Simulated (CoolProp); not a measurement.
Nitrous oxide at 256.41 K and 6.03 MPa is throttled through a valve to 3.69 MPa with no heat exchange. Each further row changes one setting.

The numbers come from the reference Helmholtz-energy equation of state, Lemmon 2006 in CoolProp. It is a short technical equation, of lower accuracy than the large ones.

```tsv
case	temperature change (K)	final phase	final density (kg/m³)
as stated	-0.1	liquid	993
outlet pressure 1.11 MPa	-18.4	two-phase, vapour fraction 0.116	205
outlet pressure 4.8 MPa	-0.0	liquid	998
```
